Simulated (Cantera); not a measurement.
# NO annealing gas

An isothermal, constant-pressure homogeneous reactor starts with 82.0 % NO, 18.0 % N2, at 2048 K and 210 Torr.

Computed with Cantera and GRI-Mech 3.0 (53 species, 325 reactions).

```tsv
t (s)	x NO	x N2O	x O	x O2	x NO2
2.00e-5	0.820	6.09e-6	5.91e-6	2.62e-8	2.90e-7
5.63e-5	0.820	1.69e-5	1.57e-5	2.02e-7	2.05e-6
0.000159	0.820	4.53e-5	3.97e-5	1.61e-6	1.22e-5
0.000447	0.819	0.000112	9.92e-5	1.54e-5	5.27e-5
0.00126	0.819	0.000221	0.000208	0.000169	0.000133
0.00355	0.817	0.000293	0.000257	0.00101	0.000167
0.0100	0.812	0.000295	0.000276	0.00361	0.000181
0.0282	0.797	0.000280	0.000318	0.0110	0.000213
0.0794	0.755	0.000244	0.000413	0.0319	0.000277
0.224	0.641	0.000167	0.000594	0.0883	0.000358
0.630	0.398	6.00e-5	0.000859	0.210	0.000336
1.77	0.121	5.37e-6	0.00108	0.349	0.000131
5.00	0.0223	3.99e-7	0.00115	0.398	2.58e-5
```
x: mole fraction; the columns are a selection and need not sum to one.

Equilibrium at this temperature and pressure: NO 0.0104, N2O 2.67e-7, O 0.00116, O2 0.404, NO2 1.22e-5 (gas phase only).
